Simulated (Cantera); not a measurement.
Gas mixture: N₂O = 0.94 (molar parts), at 0.00296 atm, frozen composition.

Cantera's kinetic-theory transport with the Lennard-Jones parameters of GRI-Mech 3.0, ideal gas; thermal conductivity in the mixture-averaged form.

D: mixture-averaged diffusion coefficient of that species in the mixture.

| T (K) | ρ (kg/m³) | cp (J/kg/K) | μ (µPa s) | λ (mW/m/K) | Pr | D (cm²/s) NO | D (cm²/s) O | D (cm²/s) N₂ |
|---|---|---|---|---|---|---|---|---|
| 400 | 0.00397 | 970.3 | 19.5 | 25.5 | 0.741 | 87.2 | 142 | 89.1 |
| 500 | 0.00318 | 1043 | 23.6 | 33.2 | 0.740 | 129 | 210 | 132 |
| 600 | 0.00265 | 1101 | 27.3 | 40.7 | 0.739 | 178 | 288 | 182 |
| 700 | 0.00227 | 1150 | … | … | 0.739 | … | … | … |
| 800 | 0.00199 | 1192 | 34.0 | 54.9 | 0.739 | 291 | 470 | 297 |
| 900 | 0.00176 | 1227 | … | … | 0.740 | … | … | … |

**Question.** Some entries are withheld; supply them.

**Answer.** 
- 700, μ (µPa s): 30.8
- 700, λ (mW/m/K): 47.9
- 700, D (cm²/s) NO: 232
- 700, D (cm²/s) O: 374
- 700, D (cm²/s) N₂: 237
- 900, μ (µPa s): 37.1
- 900, λ (mW/m/K): 61.5
- 900, D (cm²/s) NO: 356
- 900, D (cm²/s) O: 573
- 900, D (cm²/s) N₂: 363
